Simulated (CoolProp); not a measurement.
Computed with CoolProp (reference Helmholtz-energy equation of state, Tillner-Roth 1997).

Task: For CH2F2 (R32), give the phase and the cp (kJ/(kg K)), conductivity (mW/(m K)) at 413.5 K and 0.0353 MPa; 307.2 K and 18.7 MPa; 198.9 K and 0.156 MPa.

Result: 
- 413.5 K and 0.0353 MPa: gas; cp 1.01, conductivity 24.2
- 307.2 K and 18.7 MPa: liquid; cp 1.70, conductivity 143
- 198.9 K and 0.156 MPa: liquid; cp 1.56, conductivity 209

Thermal conductivity comes from a separate model (Huber 2003), an estimate that may be off by 10 % or more.
